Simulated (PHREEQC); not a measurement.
Dissolve 0.2 mol NaHSO4 and 0.00031 mol Na2SO4 per kg of water at 68 °C. Closed to the air; pH follows from the charge balance.

All values are PHREEQC results (ion-association model, wateq4f.dat), not measurements.

Precipitation was switched off in this run.

Question: Estimate the pH, activity of water, ionic strength.

Answer: pH 1.41; activity of water 0.993; ionic strength 0.280 mol/kgw.

Question: In which forms is S present?

Answer: HSO4- 75 %, SO4-2 20 %, NaSO4- 5.6 % of the S.

Complexes and solids missing from the database can't appear. Constants without temperature data keep their 25 °C values here.
